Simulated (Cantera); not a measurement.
An adiabatic, constant-volume homogeneous reactor starts with CH₄ : H₂ : O₂ : N₂ : H₂O = 1 : 0.19 : 5.11 : 19.2 : 0.59 (molar parts), at 1673 K and 750 Torr. Integrator tolerance rtol = 1e-08.

Detailed kinetics in Cantera: GRI-Mech 3.0 (53 species, 325 reactions).

Question: What does this change do: pressure from 750 Torr to 2250 Torr?

Answer: 
| quantity | before | after |
|---|---|---|
| time of steepest temperature rise | 0.144 ms | 55.0 µs |
| temperature at 4.00 s | 2536 K | 2572 K |
| equilibrium temperature | 2536 K | 2572 K |
| x(CH₄) at 4.00 s | <1e-12 (gas-phase equilibrium <1e-12) | <1e-12 (gas-phase equilibrium <1e-12) |
| x(H₂) at 4.00 s | 0.00174 (gas-phase equilibrium 0.00174) | 0.00120 (gas-phase equilibrium 0.00120) |
| x(O₂) at 4.00 s | 0.104 (gas-phase equilibrium 0.104) | 0.104 (gas-phase equilibrium 0.104) |
| x(NO) at 4.00 s | 0.0166 (gas-phase equilibrium 0.0166) | 0.0176 (gas-phase equilibrium 0.0176) |
| x(H) at 4.00 s | 0.00100 (gas-phase equilibrium 0.00100) | 0.000556 (gas-phase equilibrium 0.000556) |
